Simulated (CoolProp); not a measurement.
Aqueous lithium chloride as a coolant, 16 % by mass, freezing at -27.2 °C, 1 atm.

Values from CoolProp's Melinder's fits for secondary coolants.

```csv
T (°C),Prandtl number,viscosity (mPa s),conductivity (W/(m K)),density (kg/m³)
-19.8,41.5,6.48,0.503,1098
-13.2,30.8,4.86,[?],1098
-6.5,23.7,3.76,0.523,[?]
0.1,[?],3.01,[?],1096
6.8,[?],[?],0.542,1094
13.4,12.8,2.08,0.551,1093
20.1,[?],1.78,0.561,1091
26.7,9.30,1.54,0.570,1089
33.4,[?],1.35,0.579,1087
```

**Question.** Some entries are withheld; supply them.

**Answer.** 
- -13.2, conductivity (W/(m K)): 0.513
- -6.5, density (kg/m³): 1097
- 0.1, Prandtl number: 18.8
- 0.1, conductivity (W/(m K)): 0.532
- 6.8, Prandtl number: 15.3
- 6.8, viscosity (mPa s): 2.47
- 20.1, Prandtl number: 10.8
- 33.4, Prandtl number: 8.06
